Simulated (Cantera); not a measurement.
Input: 1 mol Ti(NMe₂)₄, 15 mol O₂, 1.4 mol H₂, at 2.78 Torr.

Method: chemical equilibrium by Gibbs-energy minimisation in Cantera with the NASA 1993 tables (ideal gas, pure condensed phases). Candidate condensed phases: C, C₆H₆, C₇H₈, C₈H₁₈, H₂O, Ti, TiC, TiN, TiO, TiO₂, Ti₂O₃, Ti₃O₅, Ti₄O₇; 139 gas species. The feed counts by its element totals alone. Kinetics and transport are ignored. All values below are at 1773 K.

Base state: H₂O 0.551, CO₂ 0.301, N₂ 0.0853, CO 0.0407, H₂ 0.0201, OH 0.00113, H 0.000663, O₂ 0.000354 (mole fractions); condensed: TiO₂(rutile).

Task: What changes in the equilibrium state with this change: H₂ from 1.4 to 82 mol?

Result: 
```json
[
 {"species": "H₂", "before": "0.0201", "after": "0.713"},
 {"species": "H₂O", "before": "0.551", "after": "0.187"},
 {"species": "CO", "before": "0.0407", "after": "0.0717"},
 {"species": "CO₂", "before": "0.301", "after": "0.00506"},
 {"species": "N₂", "before": "0.0853", "after": "0.0192"},
 {"species": "O₂", "before": "0.000354", "after": "3.23e-8"},
 {"species": "NO", "before": "5.12e-5", "after": "2.32e-7"},
 {"species": "O", "before": "2.90e-5", "after": "2.77e-7"},
 {"species": "OH", "before": "0.00113", "after": "6.41e-5"},
 {"species": "TiO₂(rutile), mol", "before": "1.000", "after": "1.000"}
]
```

Task: What changes in the equilibrium state with this change: pressure from 2.78 Torr to 75.0 Torr?

Result: 
```
species              before     after
-----------------  --------  --------
H₂O                   0.551     0.553
CO₂                   0.301     0.302
N₂                   0.0853    0.0854
OH                  0.00113  0.000219
H₂                   0.0201    0.0198
CO                   0.0407    0.0401
O                   2.90e-5   1.09e-6
O₂                 0.000354   1.36e-5
H                  0.000663  0.000127
NO                  5.12e-5   1.00e-5
TiO₂(rutile), mol     1.000      1.00
```
Gases not in the tables: TiO(OH)₂.
